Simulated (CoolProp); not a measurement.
Properties of n-decane along the isobar 0.199 MPa.

Values from CoolProp's reference Helmholtz-energy equation of state, Lemmon 2006. It is a short technical equation, of lower accuracy than the large ones.

```
T (K)  phase       Z  Joule-Thomson coefficient (K/MPa)  isothermal compressibility (1/MPa)  conductivity (mW/(m K))
-----  -----  ------  ---------------------------------  ----------------------------------  -----------------------
480.7    gas  0.9024                              24.06                               5.630                     24.5
491.4    gas  0.9113                              21.73                               5.563                     25.7
502.1    gas  0.9191                              19.72                                   ?                        ?
512.8    gas  0.9261                              17.99                               5.458                     28.1
523.5    gas  0.9322                              16.47                               5.416                     29.3
534.2    gas  0.9377                              15.14                                   ?                        ?
545      gas       ?                              13.94                                   ?                     31.8
555.7    gas  0.9470                              12.90                               5.320                     33.1
566.4    gas  0.9510                              11.96                               5.296                     34.3
577.1    gas       ?                              11.12                               5.274                     35.6
587.8    gas  0.9578                              10.36                               5.254                     36.9
598.6    gas  0.9608                              9.675                               5.236                     38.2
609.3    gas  0.9635                              9.057                                   ?                     39.5
620      gas  0.9660                              8.495                               5.206                     40.8
```

Some entries are withheld; supply them.


- 502.1, isothermal compressibility (1/MPa): 5.506
- 502.1, conductivity (mW/(m K)): 26.9
- 534.2, isothermal compressibility (1/MPa): 5.380
- 534.2, conductivity (mW/(m K)): 30.5
- 545, Z: 0.9426
- 545, isothermal compressibility (1/MPa): 5.348
- 577.1, Z: 0.9546
- 609.3, isothermal compressibility (1/MPa): 5.221

Thermal conductivity comes from a separate model (Huber 2005).
